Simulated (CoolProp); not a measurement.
A simple Rankine cycle with R113: condensing at 292.15 K, boiler at 0.211 MPa, turbine inlet 494.9 K, turbine efficiency 0.85, pump efficiency 0.7, no recuperator. Each further row changes one setting.

Values from CoolProp's reference Helmholtz-energy equation of state, Marx 1992.

```tsv
case	thermal efficiency (%)	net work (kJ/kg)	heat in (kJ/kg)	turbine exit temperature (K)	volume ratio over the turbine
as stated	10.4	31.3	301	453.7	5.58
condensing temperature 284.15 K	12.0	36.9	308	446.3	7.74
boiler pressure 0.148 MPa	8.4	25.4	301	461.8	3.96
turbine efficiency 0.75	9.2	27.6	301	458.4	5.64
```
